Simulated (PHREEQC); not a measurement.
Synthetic water in mg/L, 25 °C, pH 6.45, pe 8.3: Na 0.434; K 0.0264; Ca 0.195; Mg 0.0252; Cl 0.0687; S(6) as SO4 0.919; Alkalinity as HCO3 0.647; Pb 0.0116; Ba 0.000699; Cd 0.00463.

Valence states are taken as typed.

All values are PHREEQC results (ion-association model, phreeqc.dat), not measurements.

This is a speciation only: nothing precipitates in the calculation.

Question: Predict the charge-balance error.

Answer: charge-balance error -0.2 %.

Question: In which forms is C present?

Answer: HCO3- 56 %, CO2 44 % of the C.
